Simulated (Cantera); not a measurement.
A closed system holds: 1 mol SiH₄, 100 mol N₂, 0.7 mol HCl, at 1025 °C and 1330 Pa.

Method: chemical equilibrium by Gibbs-energy minimisation in Cantera with the NASA 1993 tables (ideal gas, pure condensed phases). Candidate condensed phases: NH₄Cl, Si, Si₃N₄; 28 gas species. N₂ is the only nitrogen source here; it is nearly inert below about 1500 K, so the nitride shown seldom forms there in practice. Kinetics and transport are ignored.

Base state: N₂ 0.974, H₂ 0.0196, HCl 0.00684 (mole fractions); condensed: Si₃N₄(s).

Problem. What changes in the equilibrium state with this change: SiH₄ replaced by Si₂H₆?

Solution. 
| species | before | after |
|---|---|---|
| N₂ | 0.974 | 0.964 |
| H₂ | 0.0196 | 0.0293 |
| HCl | 0.00684 | 0.00683 |
| Si₃N₄(s), mol | 0.333 | 0.666 |
The feed counts by its element totals alone.
